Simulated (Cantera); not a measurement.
Cantera run:

```python
import numpy as np
import cantera as ct

gas_names = """
    F FO FO2 F2 F2O H HF HOF HO2 H2 H2F2 H2O H2O2 H3F3 H4F4 H5F5 H6F6 H7F7 O OH O2 O3
""".split()
cond_names = """
    H2O(s) H2O(L)
""".split()


# ... load() reads the species with a 1 bar reference pressure and builds the phases ...
atoms = {
    'HF': {'H': 1, 'F': 1},
    'O2': {'O': 2},
}
top_T = {}  # K; cautious upper limits of use, not melting points


# ... equilibrate(T, P, feed) seeds the gas with the atoms and calls Mixture.equilibrate('TP', solver="vcs", rtol=1e-11, max_steps=5000) ...
results = []
feed = {'HF': 1, 'O2': 1.1}  # mol
T = 2075  # K
P = 13332.2  # Pa
mix = equilibrate(T, P, feed)
results.append((T, P, feed, dict(zip(mix.species_names, mix.species_moles))))
print(gas.report(threshold=1e-05))
for i in range(1, mix.n_phases):
    print(f"{mix.phase(i).name:16s} {mix.phase_moles(i):12.5e} mol")
```

It prints:

```
       temperature   2075 K
          pressure   13332 Pa
           density   0.020279 kg/m^3
  mean mol. weight   26.243 kg/kmol
   phase of matter   gas

                          1 kg             1 kmol
                     ---------------   ---------------
          enthalpy       -2.6566e+06       -6.9717e+07  J
   internal energy       -3.3141e+06        -8.697e+07  J
           entropy             10476        2.7491e+05  J/K
    Gibbs function       -2.4394e+07       -6.4015e+08  J
 heat capacity c_p            1377.6             36153  J/K
 heat capacity c_v            1060.8             27838  J/K

                      mass frac. Y      mole frac. X     chem. pot. / RT
                     ---------------   ---------------   ---------------
                 F         0.0012654         0.0017479           -25.708
                HF           0.36107           0.47362           -43.336
               H2O        0.00043156        0.00062866           -51.037
                 O         0.0014051         0.0023047           -15.781
                OH        0.00031116        0.00048014           -33.409
                O2           0.63551            0.5212           -31.562
     [  +16 minor]        1.5689e-06        9.9979e-06
```

Equilibrium computed with Cantera from the NASA thermochemical tables; the gas is ideal and each condensed phase is pure.
